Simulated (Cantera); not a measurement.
A freely propagating, adiabatic, planar premixed flame of H2 : O2 : N2 = 1 : 0.98 : 3.69 (molar parts), equivalence ratio 0.51, unburnt at 350 K and 413 Torr; multicomponent transport, grid criteria slope 0.08 and curve 0.16, no radiation.

Detailed kinetics in Cantera: the H2/O2 subset of GRI-Mech 3.0, which has no nitrogen chemistry. Burning velocities carry a grid error of a few per cent, more on coarse grids. Lean hydrogen flames are cellular in practice and burn faster than this planar one.

Predict: laminar burning velocity; thermal thickness; peak x(OH); peak x(H); peak x(O); peak x(HO2).

laminar burning velocity: 79.5 cm/s
thermal thickness: 0.800 mm
peak x(OH): 0.00514
peak x(H): 0.00696
peak x(O): 0.00523
peak x(HO2): 0.000242
